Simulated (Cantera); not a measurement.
## Thermodynamics of titanium nitride, carbide and oxide coatings, feed Ti(OiPr)4 + CH4 + N2

Charge: 1 mol Ti(OiPr)4, 0.13 mol CH4, 3.7 mol N2, held at 260 Pa.

Equilibrium computed with Cantera from the NASA thermochemical tables; the gas is ideal and each condensed phase is pure. Candidate condensed phases: C, C6H6, C7H8, C8H18, H2O, Ti, TiC, TiN, TiO, TiO2, Ti2O3, Ti3O5, Ti4O7; 139 gas species. The feed counts by its element totals alone. TiC: taken at fixed stoichiometry. The numbers say what is thermodynamically allowed, not how fast it happens.

```tsv
T (K)	x H2	x CO	x N2	x H	x HCN	n C(graphite)	n TiC(s)
1573	0.649	0.182	0.168	0.000642	0.000570	7.12	1.00
1623	0.648	0.182	0.168	0.00109	0.000777	7.11	1.00
1673	0.647	0.182	0.168	0.00180	0.00104	7.10	1.00
1723	0.646	0.182	0.168	0.00287	0.00136	7.10	1.00
1773	0.645	0.182	0.167	0.00448	0.00176	7.09	1.00
1823	0.642	0.182	0.167	0.00681	0.00224	7.07	1.00
1873	0.639	0.181	0.166	0.0101	0.00282	7.06	1.00
1923	0.635	0.181	0.165	0.0147	0.00349	7.04	1.000
1973	0.629	0.180	0.164	0.0210	0.00426	7.01	1.000
2023	0.622	0.179	0.163	0.0294	0.00514	6.98	1.000
2073	0.612	0.178	0.162	0.0404	0.00612	6.95	1.000
2123	0.600	0.177	0.160	0.0545	0.00720	6.91	1.000
2173	0.584	0.176	0.158	0.0723	0.00837	6.86	1.000
```
x: gas mole fraction; n: condensed amount in mol.

From 1573 K to 2173 K the condensed part is C(graphite) + TiC(s).
